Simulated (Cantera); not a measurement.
Input (Python, Cantera):

```python
import numpy as np
import cantera as ct

gas = ct.Solution("h2o2.yaml")
gas.TPX = 673, 100000, {'H2': 1.3, 'O2': 0.357, 'N2': 1.34}
flame = ct.FreeFlame(gas, width=0.04)
flame.set_refine_criteria(ratio=3, slope=0.08, curve=0.16)
flame.transport_model = "mixture-averaged"
flame.solve(loglevel=0, auto=True)
z, T = flame.grid, flame.T
thick = (T[-1] - T[0]) / np.gradient(T, z).max()
show = ['H2', 'O2', 'H2O', 'H2O2', 'HO2', 'O']
print(f"laminar burning velocity  {flame.velocity[0] * 100:.3f} cm/s")
print(f"burnt temperature         {T[-1]:.1f} K")
print(f"thermal thickness         {thick * 1e3:.4f} mm")
print(f"grid points               {len(z)}")
z0 = z[flame.heat_release_rate.argmax()]
print(f"{'z/mm':>9s}{'T/K':>9s}{'u/(m/s)':>9s}" + "".join(f"{s:>11s}" for s in show))
rows = []
for k in (-3, -2, -1.5, -1, -0.5, -0.25, 0, 0.25, 0.5, 1, 2, 4, 8):
    zz = z0 + k * thick
    rows.append([k * thick, np.interp(zz, z, T), np.interp(zz, z, flame.velocity),
                 *(np.interp(zz, z, flame.X[gas.species_index(s)]) for s in show)])
    print(f"{rows[-1][0] * 1e3:9.3f}{rows[-1][1]:9.1f}{rows[-1][2]:9.3f}" + "".join(f"{x:11.3e}" for x in rows[-1][3:]))
```

It prints:

```
laminar burning velocity  1111.409 cm/s
burnt temperature         2402.5 K
thermal thickness         0.4717 mm
grid points               141
     z/mm      T/K  u/(m/s)         H2         O2        H2O       H2O2        HO2          O
   -1.415    673.0   11.114  4.338e-01  1.191e-01  8.682e-14  1.166e-13  5.833e-12  4.527e-16
   -0.943    673.0   11.114  4.338e-01  1.191e-01  1.146e-11  1.377e-13  2.484e-10  3.237e-13
   -0.708    673.0   11.114  4.338e-01  1.191e-01  8.409e-10  2.098e-12  1.740e-08  3.675e-11
   -0.472    673.0   11.114  4.338e-01  1.191e-01  1.890e-07  7.743e-10  1.801e-06  7.436e-09
   -0.236    691.4   11.383  4.308e-01  1.189e-01  1.008e-03  1.844e-06  2.003e-04  1.597e-05
   -0.118    869.0   14.056  4.008e-01  1.134e-01  1.734e-02  4.549e-06  1.420e-04  4.189e-04
    0.000   1271.3   19.989  2.845e-01  7.069e-02  1.074e-01  2.208e-06  6.248e-05  4.527e-03
    0.118   1553.3   24.154  1.868e-01  1.623e-02  2.113e-01  1.272e-06  1.422e-05  5.169e-03
    0.236   1673.9   25.847  1.701e-01  4.147e-03  2.363e-01  8.308e-07  3.491e-06  3.783e-03
    0.472   1798.1   27.525  1.752e-01  1.919e-03  2.427e-01  5.132e-07  1.545e-06  3.052e-03
    0.943   1932.4   29.286  1.845e-01  1.342e-03  2.469e-01  2.835e-07  1.028e-06  2.294e-03
    1.887   2063.7   30.955  1.934e-01  8.422e-04  2.519e-01  1.515e-07  6.488e-07  1.495e-03
    3.773   2180.3   32.396  2.012e-01  4.570e-04  2.570e-01  8.167e-08  3.776e-07  8.348e-04
```

Cantera simulation using the H2/O2 subset of GRI-Mech 3.0, which has no nitrogen chemistry; the numbers are that mechanism's predictions, not measurements. Burning velocities carry a grid error of a few per cent, more on coarse grids.
